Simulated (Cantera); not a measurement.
Cantera run, input and output.

```python
import numpy as np
import cantera as ct

gas = ct.Solution("h2o2.yaml")
gas.TPX = 1023, 34000, {'H2': 0.32, 'O2': 1, 'N2': 19}
inlet = ct.Reservoir(gas, clone=True)

reactor = ct.IdealGasConstPressureReactor(gas, energy="off", clone=False)
exhaust = ct.Reservoir(gas, clone=True)
tau = [28, 8.5, 2.6, 0.8, 0.24, 0.075, 0.023, 0.007][0]
for a, b in ((inlet, reactor), (reactor, exhaust)):
    ct.MassFlowController(a, b, mdot=lambda t: reactor.mass / tau)
net = ct.ReactorNet([reactor])
show = ['H2', 'O2', 'HO2', 'H', 'H2O', 'H2O2']

rows = []
print(f"{'tau/s':>10s}{'T/K':>9s}" + "".join(f"{s:>11s}" for s in show))
for tau in [28, 8.5, 2.6, 0.8, 0.24, 0.075, 0.023, 0.007]:
    net.initial_time = 0.0
    net.advance(30 * tau)
    before = gas.X
    net.advance(40 * tau)
    drift = np.max(np.abs(gas.X - before) / (gas.X + 1e-9))
    rows.append([gas.T, *gas[show].X, drift])
    print(f"{tau:10.3e}{gas.T:9.1f}" + "".join(f"{x:11.3e}" for x in gas[show].X))
```

Output:

```
     tau/s      T/K         H2         O2        HO2          H        H2O       H2O2
 2.800e+01   1023.0  1.779e-05  4.167e-02  4.698e-07  7.536e-08  1.585e-02  3.944e-08
 8.500e+00   1023.0  3.934e-05  4.168e-02  8.935e-07  2.479e-07  1.583e-02  7.566e-08
 2.600e+00   1023.0  8.307e-05  4.170e-02  1.556e-06  8.072e-07  1.578e-02  1.353e-07
 8.000e-01   1023.0  1.669e-04  4.173e-02  2.490e-06  2.604e-06  1.569e-02  2.156e-07
 2.400e-01   1023.0  3.266e-04  4.179e-02  3.711e-06  8.560e-06  1.552e-02  3.089e-07
 7.500e-02   1023.0  6.071e-04  4.191e-02  5.053e-06  2.670e-05  1.522e-02  4.025e-07
 2.300e-02   1023.0  1.120e-03  4.212e-02  6.404e-06  8.280e-05  1.465e-02  5.000e-07
 7.000e-03   1023.0  2.054e-03  4.253e-02  7.561e-06  2.454e-04  1.359e-02  5.914e-07
```

Detailed kinetics in Cantera: the H2/O2 subset of GRI-Mech 3.0, which has no nitrogen chemistry.
